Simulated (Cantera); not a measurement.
A closed system holds: 1 mol Si3N4, 0.0047 mol C, 0.53 mol N2, at 1.33 mbar.

Equilibrium computed with Cantera from the NASA thermochemical tables; the gas is ideal and each condensed phase is pure. Candidate condensed phases: C, Si, SiC, Si3N4; 20 gas species. The tables' values for SiN are old estimates; treat these amounts as uncertain. The numbers say what is thermodynamically allowed, not how fast it happens.

x: gas mole fraction; n: condensed amount in mol.

| T (°C) | x N2 | x Si | x Si2 | x Si2N | x SiN | x Si2C | x Si3 | n Si(l) |
|---|---|---|---|---|---|---|---|---|
| 1850 | 0.867 | 0.128 | 0.00175 | … | 0.000856 | 0.00160 | 0.000353 | 2.60 |
| 1950 | 0.644 | 0.345 | 0.00577 | … | 0.00163 | 0.00119 | 0.00112 | 1.56 |
| 2050 | 0.461 | 0.528 | 0.00655 | … | 0.00176 | 0.000854 | 0.000749 | 0 |
| 2150 | 0.459 | 0.534 | 0.00345 | … | 0.00150 | 0.000823 | 0.000167 | 0 |
| 2250 | 0.458 | 0.537 | 0.00189 | … | 0.00129 | 0.000715 | 4.12e-5 | 0 |
| 2350 | 0.458 | 0.539 | 0.00108 | … | 0.00112 | 0.000490 | 1.12e-5 | 0 |
| 2450 | 0.457 | 0.540 | 0.000639 | … | 0.000988 | 0.000260 | 3.35e-6 | 0 |
| 2550 | 0.457 | 0.541 | 0.000393 | … | 0.000875 | 0.000113 | 1.09e-6 | 0 |
| 2650 | 0.457 | 0.541 | 0.000249 | … | 0.000782 | 4.22e-5 | 3.81e-7 | 0 |
| 2750 | 0.457 | 0.541 | 0.000163 | … | 0.000704 | 1.41e-5 | 1.43e-7 | 0 |

Question: Complete the blanks.

Answer: 
- 1850, x Si2N: 0.00101
- 1950, x Si2N: 0.00177
- 2050, x Si2N: 0.00109
- 2150, x Si2N: 0.000382
- 2250, x Si2N: 0.000144
- 2350, x Si2N: 5.80e-5
- 2450, x Si2N: 2.50e-5
- 2550, x Si2N: 1.14e-5
- 2650, x Si2N: 5.50e-6
- 2750, x Si2N: 2.77e-6
